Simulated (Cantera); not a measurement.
A diamond (100) surface in a fixed gas of H2 with x(CH4) = 0.0054, x(H) = 0.0018, x(CH3) = 1.3e-05, 0.220 bar; coverages are run to steady state.

Model: the Harris–Goodwin 1993 mechanism for the reconstructed diamond (100) surface, integrated in Cantera.

θ: site fractions in the mechanism's names (c6HH fully hydrogenated, c6H* and c6*H radical sites, c6** diradical, c6HM methylated).

```
T (K)  growth (µm/h)  θ c6HH  θ c6H*  θ c6*H   θ c6**    θ c6HM
-----  -------------  ------  ------  ------  -------  --------
925             1.02   0.664  0.0122   0.312  0.00532   0.00536
975             1.31   0.618  0.0161   0.353  0.00784   0.00425
1025            1.59   0.574  0.0205   0.390   0.0110   0.00333
1075            1.77   0.534  0.0252   0.422   0.0147   0.00249
1125            1.72   0.498  0.0301   0.450   0.0190   0.00166
1175               …   0.466       …   0.473        …         …
1225           0.996   0.439  0.0404   0.492   0.0284  0.000438
1275           0.708   0.415  0.0455   0.506   0.0331  0.000183
1325           0.566   0.396  0.0504   0.516   0.0375   7.35e-5
1375               …   0.380       …   0.523        …         …
```

Q: What belongs in the gaps?

A: 
- 1175, growth (µm/h): 1.40
- 1175, θ c6H*: 0.0353
- 1175, θ c6**: 0.0236
- 1175, θ c6HM: 0.000934
- 1375, growth (µm/h): 0.505
- 1375, θ c6H*: 0.0552
- 1375, θ c6**: 0.0415
- 1375, θ c6HM: 2.92e-5
